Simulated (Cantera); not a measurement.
Input: 1 mol TiO2, a varied amount of C, 0.19 mol CO, held at 1002 °C and 36.0 Pa.

Cantera equilibrium calculation (NASA polynomials, part measured and part estimated; ideal gas, pure solids and liquids). Candidate condensed phases: C, Ti, TiC, TiO, TiO2, Ti2O3, Ti3O5, Ti4O7; 15 gas species. Mutual solubility and eutectic melting of coexisting phases are not modelled. TiC: taken at fixed stoichiometry. Kinetics and transport are ignored.

Question: Which condensed phases are stable at each of these points (n(C) (mol)): 0.42, 1.1, 1.8, 2.5, 3.2, 3.9, 4.5?

Answer: 
```
n(C) (mol)      condensed phases  Ti condensed (%)
----------  --------------------  ----------------
0.42         Ti2O3(s) + Ti3O5(s)             100.0
1.1            TiC(s) + Ti2O3(s)             100.0
1.8            TiC(s) + Ti2O3(s)             100.0
2.5            TiC(s) + Ti2O3(s)             100.0
3.2         C(graphite) + TiC(s)             100.0
3.9         C(graphite) + TiC(s)             100.0
4.5         C(graphite) + TiC(s)             100.0
```

At 0.42 mol C the condensed part is Ti2O3(s) + Ti3O5(s). From 1.1 mol C to 2.5 mol C the condensed part is TiC(s) + Ti2O3(s). From 3.2 mol C to 4.5 mol C the condensed part is C(graphite) + TiC(s).
